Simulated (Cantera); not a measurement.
**Boron, boron nitride and boron oxide: B₂H₆ + H₂O + N₂ + NH₃**

A closed system holds: 1 mol B₂H₆, 0.21 mol H₂O, 140 mol N₂, 8.7 mol NH₃, held at 10.0 mbar.

These are equilibrium values from Cantera (NASA tables, ideal gas, pure condensed phases), not measurements of a reactor. Candidate condensed phases: B, BN, B₂O₃, B₃O₃H₃, H₂O; 39 gas species. The feed counts by its element totals alone. The tables' values for BH₂ are old estimates; treat these amounts as uncertain. The numbers say what is thermodynamically allowed, not how fast it happens.

From 1175 °C to 1925 °C the condensed part is BN(s). At 2075 °C the condensed part is B(s). The main B-bearing gas is HBO₂ at 1175 °C and B at 2075 °C. The share of B in condensed phases is highest at 1175 °C (93.9 %) and lowest at 2075 °C (71.5 %).

```
T (°C)   x N₂    x H₂       x H       x B      x BO     x HBO  n BN(s)  n B(s)
------  -----  ------  --------  --------  --------  --------  -------  ------
1175    0.898   0.101   2.93e-5    <1e-12   1.71e-6  0.000210     1.88       0
1325    0.898   0.101  0.000169  7.96e-12   2.60e-5  0.000683     1.83       0
1475    0.897   0.101  0.000725   1.44e-9  0.000137   0.00101     1.80       0
1625    0.896  0.0999   0.00247   1.14e-7  0.000356  0.000897     1.79       0
1775    0.894  0.0975   0.00699   4.73e-6  0.000641  0.000644     1.79       0
1925    0.890  0.0921    0.0169  0.000117  0.000888  0.000398     1.76       0
2075    0.880  0.0812    0.0352   0.00183   0.00103  0.000219        0    1.43
```
x: gas mole fraction; n: condensed amount in mol.
